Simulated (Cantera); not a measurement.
Thermodynamics of metals in furnace atmospheres, feed Cu + CO2 + CO

Input: 1 mol Cu, 0.59 mol CO2, 3.5 mol CO, held at 2.50 mbar.

These are equilibrium values from Cantera (NASA tables, ideal gas, pure condensed phases), not measurements of a reactor. Candidate condensed phases: C, Cu, CuO, Cu2O; 15 gas species. Kinetics and transport are ignored.

| T (K) | x CO | x CO2 | x Cu | x Cu2 | x O | x CuO | x O2 | n C(graphite) | n Cu(s) | n Cu(l) |
|---|---|---|---|---|---|---|---|---|---|---|
| 798 | 0.822 | 0.178 | <1e-12 | <1e-12 | <1e-12 | <1e-12 | <1e-12 | 0.117 | 1.00 | 0 |
| 898 | 0.856 | 0.144 | 6.52e-11 | <1e-12 | <1e-12 | <1e-12 | <1e-12 | 0 | 1.00 | 0 |
| 998 | 0.856 | 0.144 | 5.76e-9 | <1e-12 | <1e-12 | <1e-12 | <1e-12 | 0 | 1.00 | 0 |
| 1098 | 0.856 | 0.144 | 2.23e-7 | 1.73e-12 | <1e-12 | <1e-12 | <1e-12 | 0 | 1.000 | 0 |
| 1198 | 0.856 | 0.144 | 4.65e-6 | 1.29e-10 | <1e-12 | <1e-12 | <1e-12 | 0 | 1.000 | 0 |
| 1298 | 0.856 | 0.144 | 6.02e-5 | 4.85e-9 | 1.69e-12 | <1e-12 | <1e-12 | 0 | 1.000 | 0 |
| 1398 | 0.855 | 0.144 | 0.000519 | 9.98e-8 | 5.86e-11 | 2.01e-11 | 1.02e-11 | 0 | 0 | 0.998 |
| 1498 | 0.853 | 0.144 | 0.00318 | 1.23e-6 | 1.26e-9 | 5.16e-10 | 2.56e-10 | 0 | 0 | 0.987 |
| 1598 | 0.843 | 0.142 | 0.0154 | 1.09e-5 | 1.85e-8 | 8.74e-9 | 4.29e-9 | 0 | 0 | 0.936 |
| 1698 | 0.803 | 0.135 | 0.0619 | 7.41e-5 | 1.98e-7 | 1.05e-7 | 5.12e-8 | 0 | 0 | 0.729 |
x: gas mole fraction; n: condensed amount in mol.

At 798 K the condensed part is C(graphite) + Cu(s). From 898 K to 1298 K the condensed part is Cu(s). From 1398 K to 1698 K the condensed part is Cu(l).
